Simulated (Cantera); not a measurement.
A perfectly stirred reactor is fed with 12.2 % H2, 31.3 % O2, 56.4 % N2, at 10.00 Torr; it is held at 1225 K, and followed from long to short residence time.

Detailed kinetics in Cantera: the H2/O2 subset of GRI-Mech 3.0, which has no nitrogen chemistry. Radical loss at walls, strong at low pressure, is not modelled. The temperature is held fixed by assumption; the heat of reaction is taken as removed at once.

Predict: x(H2) at τ = 17.0 s; x(O2) at τ = 17.0 s; x(H2O) at τ = 17.0 s; x(H) at τ = 17.0 s; x(O) at τ = 17.0 s; x(H2) at τ = 0.340 s; x(O2) at τ = 0.340 s; x(H2O) at τ = 0.340 s; x(H) at τ = 0.340 s; x(O) at τ = 0.340 s.


```json
{
  "x(H2) at τ = 17.0 s": "0.000153",
  "x(O2) at τ = 17.0 s": "0.268",
  "x(H2O) at τ = 17.0 s": "0.130",
  "x(H) at τ = 17.0 s": "8.24e-5",
  "x(O) at τ = 17.0 s": "0.000514",
  "x(H2) at τ = 0.340 s": "0.00185",
  "x(O2) at τ = 0.340 s": "0.265",
  "x(H2O) at τ = 0.340 s": "0.124",
  "x(H) at τ = 0.340 s": "0.00376",
  "x(O) at τ = 0.340 s": "0.00652"
}
```
